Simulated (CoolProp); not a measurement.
Model: reference Helmholtz-energy equation of state, Akasaka 2022, in CoolProp.

Question: Give the vapour pressure (MPa), liquid density (kg/m³), vapour density (kg/m³), enthalpy of vaporisation (kJ/kg) of saturated R1233zd(E) at 67.95, 79.15 °C.

Answer: 
| T (°C) | p (MPa) | liquid density (kg/m³) | vapour density (kg/m³) | enthalpy of vaporisation (kJ/kg) |
|---|---|---|---|---|
| 67.95 | 0.485 | 1150 | 25.6 | 167 |
| 79.15 | 0.645 | 1120 | 34.0 | 159 |
